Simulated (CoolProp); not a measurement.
A Linde-Hampson liquefier for CF4 (R14): isothermal reversible compression at 320 K from 1 atm to 40 MPa, throttling to 1 atm, return gas leaving the recuperator 0 K below the feed. Each further row changes one setting.

The numbers come from the reference Helmholtz-energy equation of state, Platzer 1990 in CoolProp. This equation is an older, rougher fit; its heat capacities, sound speeds and derivatives of the liquid may be far off and weren't checked against measurements.

| case | liquid yield per pass | compression work (kJ/kg of gas) |
|---|---|---|
| as stated | [?] | 169 |
| warm-end temperature 350 K | [?] | 190 |
| warm-end gap 5 K | [?] | 169 |

Complete the blanks.


- as stated, liquid yield per pass: 0.253
- warm-end temperature 350 K, liquid yield per pass: 0.203
- warm-end gap 5 K, liquid yield per pass: 0.242
